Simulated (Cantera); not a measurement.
A Cantera script and what it prints.

```python
import numpy as np
import cantera as ct

gas_names = """
    Cr CrN N N2
""".split()
cond_names = """
    Cr(cr) Cr(L) CrN(s) Cr2N(s)
""".split()


# ... load() reads the species with a 1 bar reference pressure and builds the phases ...
atoms = {
    'Cr': {'Cr': 1},
    'N2': {'N': 2},
}
top_T = {'CrN(s)': 1900, 'Cr2N(s)': 1900}  # K; cautious upper limits of use, not melting points


# ... equilibrate(T, P, feed) seeds the gas with the atoms and calls Mixture.equilibrate('TP', solver="vcs", rtol=1e-11, max_steps=5000) ...
results = []
feed = {'Cr': 1, 'N2': 0.95}  # mol
P = 10000  # Pa
for T in [1598, 1648, 1698, 1748, 1798, 1848, 1898, 1948, 1998, 2048, 2098, 2148]:
    mix = equilibrate(T, P, feed)
    results.append((T, P, feed, dict(zip(mix.species_names, mix.species_moles))))
    x = sorted(zip(gas.X, gas.species_names), reverse=True)
    print(f"T = {T:g} K  P = {P:g} Pa  gas = {mix.phase_moles(0):.4g} mol")
    print("   x: " + "  ".join(f"{s} {v:.3e}" for v, s in x if v > 1e-06))
    print("   condensed (mol): " + ("  ".join(f"{mix.phase(i).name} {mix.phase_moles(i):.4g}"
          for i in range(1, mix.n_phases) if mix.phase_moles(i) > 1e-12) or "none"))
```

Output:

```
T = 1598 K  P = 10000 Pa  gas = 0.95 mol
   x: N2 1.000e+00  Cr 3.717e-05
   condensed (mol): Cr(cr) 1
T = 1648 K  P = 10000 Pa  gas = 0.9501 mol
   x: N2 9.999e-01  Cr 8.903e-05
   condensed (mol): Cr(cr) 0.9999
T = 1698 K  P = 10000 Pa  gas = 0.9502 mol
   x: N2 9.998e-01  Cr 2.021e-04
   condensed (mol): Cr(cr) 0.9998
T = 1748 K  P = 10000 Pa  gas = 0.9504 mol
   x: N2 9.996e-01  Cr 4.366e-04
   condensed (mol): Cr(cr) 0.9996
T = 1798 K  P = 10000 Pa  gas = 0.9509 mol
   x: N2 9.991e-01  Cr 9.019e-04
   condensed (mol): Cr(cr) 0.9991
T = 1848 K  P = 10000 Pa  gas = 0.9517 mol
   x: N2 9.982e-01  Cr 1.787e-03
   condensed (mol): Cr(cr) 0.9983
T = 1898 K  P = 10000 Pa  gas = 0.9532 mol
   x: N2 9.966e-01  Cr 3.409e-03
   condensed (mol): Cr(cr) 0.9968
T = 1948 K  P = 10000 Pa  gas = 0.956 mol
   x: N2 9.937e-01  Cr 6.277e-03
   condensed (mol): Cr(cr) 0.994
T = 1998 K  P = 10000 Pa  gas = 0.9607 mol
   x: N2 9.888e-01  Cr 1.119e-02
   condensed (mol): Cr(cr) 0.9893
T = 2048 K  P = 10000 Pa  gas = 0.9687 mol
   x: N2 9.807e-01  Cr 1.934e-02
   condensed (mol): Cr(cr) 0.9813
T = 2098 K  P = 10000 Pa  gas = 0.9819 mol
   x: N2 9.675e-01  Cr 3.252e-02
   condensed (mol): Cr(cr) 0.9681
T = 2148 K  P = 10000 Pa  gas = 1.003 mol
   x: N2 9.472e-01  Cr 5.276e-02
   condensed (mol): Cr(L) 0.9471
```

These are equilibrium values from Cantera (NASA tables, ideal gas, pure condensed phases), not measurements of a reactor.
